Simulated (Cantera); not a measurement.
Input: 1 mol NiS, 250 mol H₂, at 1600 K and 0.0100 bar.

Equilibrium computed with Cantera from the NASA thermochemical tables; the gas is ideal and each condensed phase is pure. Candidate condensed phases: Ni, NiS, NiS₂, Ni₃S₂, Ni₃S₄, S; 9 gas species. Rates play no part.

Base state: H₂ 0.996, H₂S 0.00324, H 0.000542, SH 0.000331, S₂ 0.000200, Ni 4.22e-5, S 1.71e-5 (mole fractions); condensed: Ni(s).

**Question.** What changes in the equilibrium state with this change: temperature from 1600 K to 1948.15 K?

**Answer.** 
| species | before | after |
|---|---|---|
| H₂ | 0.996 | 0.981 |
| H | 0.000542 | 0.0112 |
| Ni | 4.22e-5 | 0.00384 |
| S | 1.71e-5 | 0.000448 |
| NiS | 6.20e-6 | 0.000120 |
| SH | 0.000331 | 0.00126 |
| Ni(s), mol | 0.988 | 0 |

**Question.** What changes in the equilibrium state with this change: temperature from 1600 K to 723.15 K?

**Answer.** 
```csv
species,before,after
H₂,0.996,0.999
H₂S,0.00324,0.00133
H,0.000542,<1e-9
Ni,4.22e-5,<1e-9
SH,0.000331,<1e-9
S₂,0.000200,<1e-9
"Ni(s), mol",0.988,0
"Ni₃S₂(s), mol",0,0.333
```

**Question.** What changes in the equilibrium state with this change: temperature from 1600 K to 898.15 K?

**Answer.** 
| species | before | after |
|---|---|---|
| H₂ | 0.996 | 0.998 |
| H₂S | 0.00324 | 0.00170 |
| SH | 0.000331 | 1.09e-8 |
| H | 0.000542 | 1.10e-9 |
| Ni | 4.22e-5 | <1e-9 |
| S₂ | 0.000200 | 1.35e-9 |
| S | 1.71e-5 | <1e-9 |
| Ni(s), mol | 0.988 | 0.136 |
| Ni₃S₂(s), mol | 0 | 0.288 |
